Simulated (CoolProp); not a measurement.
Propylene along the isotherm 392.8 K: fugacity coefficient from the reference equation and from simpler models built on Tc = 364.2 K, pc = 4.555 MPa, ω = 0.146; each cubic takes its own stable root.

The numbers come from the reference Helmholtz-energy equation of state, Lemmon 2013 in CoolProp.

```
p (MPa)          phase  reference
-------  -------------  ---------
4.14               gas     0.7656
8.28     supercritical     0.5485
12.4     supercritical     0.4278
16.6     supercritical     0.3669
20.7     supercritical     0.3338
24.8     supercritical     0.3144
29       supercritical     0.3031
33.1     supercritical     0.2975
37.3     supercritical     0.2959
41.4     supercritical     0.2972
45.5     supercritical     0.3011
```

### Question
How far does each simpler model (van der Waals, Redlich-Kwong, Soave-Redlich-Kwong, Peng-Robinson) lie from the reference over these 11 states: mean and median of the absolute difference, and the worst?

### Answer
- van der Waals: mean 19.4 %, median 18.6 %, worst +41.7 % at 392.8 K and 45.5 MPa
- Redlich-Kwong: mean 4.0 %, median 4.7 %, worst +6.9 % at 392.8 K and 45.5 MPa
- Soave-Redlich-Kwong: mean 7.3 %, median 8.4 %, worst +11.1 % at 392.8 K and 45.5 MPa
- Peng-Robinson: mean 3.2 %, median 2.7 %, worst -5.6 % at 392.8 K and 45.5 MPa
